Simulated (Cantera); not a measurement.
Mixture: CH4 : O2 : N2 = 1 : 2 : 7.52 (molar parts), equivalence ratio 1.0, at 1.01 bar, adiabatic and at constant pressure. Ignition delay is the time to a rise of 400 K.

Model: GRI-Mech 3.0 (53 species, 325 reactions), integrated in Cantera.

Question: Predict: delay at 1250 K; delay at 1325 K; delay at 1400 K; delay at 1475 K; delay at 1550 K; apparent activation energy between 1400 and 1550 K.

Answer: 
- delay at 1250 K = 22.6 ms
- delay at 1325 K = 8.47 ms
- delay at 1400 K = 3.42 ms
- delay at 1475 K = 1.50 ms
- delay at 1550 K = 0.719 ms
- apparent activation energy between 1400 and 1550 K = 190 kJ/mol
